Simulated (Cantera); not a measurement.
# Hydrocarbon pyrolysis for carbon deposition

A perfectly stirred reactor is fed with C2H6 : N2 = 1 : 33 (molar parts), at 0.0263 atm; it is held at 2000 K, and followed from long to short residence time.

Detailed kinetics in Cantera: GRI-Mech 3.0 (53 species, 325 reactions). GRI-Mech 3.0 stops at C3 and has no aromatics, soot or wall deposition, so with more carbon than oxygen in the feed, carbon stays in small species such as C2H2 where larger ones or solid carbon would form. Radical loss at walls, strong at low pressure, is not modelled.

```csv
τ (s),x C2H6,x C2H4,x H,x C2H,x HCN,x CH3
18,5.76e-8,4.57e-7,0.00192,1.47e-5,0.0107,3.66e-5
5.8,1.88e-7,1.16e-6,0.00168,1.38e-5,0.00730,7.51e-5
1.9,5.96e-7,3.66e-6,0.00151,1.32e-5,0.00424,0.000148
0.60,1.93e-6,1.24e-5,0.00141,1.28e-5,0.00224,0.000286
0.19,6.14e-6,4.00e-5,0.00138,1.29e-5,0.00119,0.000534
0.062,1.87e-5,0.000119,0.00142,1.34e-5,0.000656,0.000964
0.020,5.67e-5,0.000333,0.00152,1.46e-5,0.000370,0.00173
0.0064,0.000171,0.000877,0.00169,1.63e-5,0.000210,0.00312
0.0021,0.000496,0.00207,0.00188,1.80e-5,0.000119,0.00550
0.00067,0.00146,0.00431,0.00202,1.80e-5,6.28e-5,0.00955
```
x: mole fraction; the columns are a selection and need not sum to one.
